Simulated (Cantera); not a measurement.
Charge: 1 mol CH₃Cl, 0.11 mol H₂, at 998.15 K and 0.0120 bar.

Cantera equilibrium calculation (NASA polynomials, part measured and part estimated; ideal gas, pure solids and liquids). Candidate condensed phases: C, C₆H₆, C₇H₈, C₈H₁₈; 91 gas species. Equilibrium is a limit: real reactors are often held back by kinetics, nucleation or transport.

Base state: H₂ 0.526, HCl 0.474, CH₄ 0.000323 (mole fractions); condensed: C(graphite).

### Question
What changes in the equilibrium state with this change: temperature from 998.15 K to 3398 K?

### Answer
```csv
species,before,after
H,1.43e-8,0.648
Cl,1.20e-8,0.210
C₃,<1e-9,0.0463
H₂,0.526,0.0233
HCl,0.474,0.0113
C,<1e-9,0.0417
C₂,<1e-9,0.0145
C₂H,<1e-9,0.00386
C₂H₂ (acetylene),<1e-9,0.000490
CH₄,0.000323,<1e-9
C₅,<1e-9,0.000301
"C(graphite), mol",0.999,0
```
The tables' values for CCl are old estimates; treat these amounts as uncertain.
